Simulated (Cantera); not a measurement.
Carbon deposition, reforming and gasification: C + NH₃ + H₂

Input: 1 mol C, 0.1 mol NH₃, 1.3 mol H₂, held at 2475 K.

Method: chemical equilibrium by Gibbs-energy minimisation in Cantera with the NASA 1993 tables (ideal gas, pure condensed phases). Candidate condensed phases: C, C₆H₆, C₇H₈, C₈H₁₈; 92 gas species. The ideal-gas law is rough above about 30 bar. Equilibrium is a limit: real reactors are often held back by kinetics, nucleation or transport.

```csv
P (Pa),x H₂,x H,x N₂,x CH₄,x HCN,x C₂H₂ (acetylene),x C₃,n C(graphite)
10,0.137,0.834,0.0169,2.95e-10,0.00321,0.00134,0.00336,0.947
56,0.381,0.587,0.0200,1.27e-8,0.00581,0.00371,0.000599,0.963
320,0.642,0.319,0.0234,2.06e-7,0.00814,0.00624,0.000105,0.959
1800,0.805,0.150,0.0255,1.82e-6,0.00952,0.00783,1.86e-5,0.957
10000,0.886,0.0670,0.0265,1.23e-5,0.0102,0.00862,3.36e-6,0.955
56000,0.923,0.0289,0.0270,7.46e-5,0.0105,0.00898,5.99e-7,0.954
320000,0.939,0.0122,0.0272,0.000441,0.0106,0.00913,1.05e-7,0.953
1800000,0.943,0.00515,0.0274,0.00250,0.0107,0.00918,1.86e-8,0.950
10000000,0.934,0.00217,0.0277,0.0136,0.0107,0.00908,3.36e-9,0.932
```
x: gas mole fraction; n: condensed amount in mol.

From 10.0 Pa to 100 bar the condensed part is C(graphite). The main C-bearing gas is C₃ at 10.0 Pa and C₂H₂ (acetylene) at 100 bar. The share of C in condensed phases is highest at 56.0 Pa (96.3 %) and lowest at 100 bar (93.2 %).
